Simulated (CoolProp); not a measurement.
Sulfur hexafluoride along the isobar 43.4 bar: density (kg/m³) from the reference equation and from simpler models built on Tc = 45.6 °C, pc = 37.55 bar, ω = 0.210; each cubic takes its own stable root.

Values from CoolProp's reference Helmholtz-energy equation of state, Guder 2009.

```tsv
T (°C)	phase	reference	van der Waals	Soave-Redlich-Kwong	Peng-Robinson
-18.65	liquid	1711	1130	1626	1839
1.35	liquid	1592	1057	1486	1678
21.45	liquid	1443	964.4	1304	1468
41.45	liquid	1208	831.1	1028	1143
61.55	supercritical	435.6	472.2	427.5	452.4
81.55	supercritical	319.7	336.5	316.7	331.5
101.65	supercritical	270.5	284.9	268.2	279.0
121.65	supercritical	239.8	252.7	237.7	246.2
141.65	supercritical	217.7	229.3	215.7	222.6
161.75	supercritical	200.5	211.0	198.5	204.4
181.75	supercritical	186.6	196.2	184.7	189.8
```
